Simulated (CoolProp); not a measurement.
Properties of R113 along the isobar 41.4 bar.

Values from CoolProp's reference Helmholtz-energy equation of state, Marx 1992.

| T (°C) | phase | cp (kJ/(kg K)) | isothermal compressibility (1/MPa) |
|---|---|---|---|
| 104.55 | liquid | 0.9944 | 0.004147 |
| 119.85 | liquid | 1.015 | 0.005180 |
| 135.05 | liquid | 1.039 | 0.006634 |
| 150.35 | liquid | 1.068 | 0.008826 |
| 165.65 | liquid | 1.106 | 0.01239 |
| 180.95 | liquid | 1.162 | 0.01894 |
| 196.25 | liquid | 1.259 | 0.03379 |
| 211.55 | liquid | 1.505 | 0.08601 |
| 226.85 | supercritical | 3.684 | 1.013 |
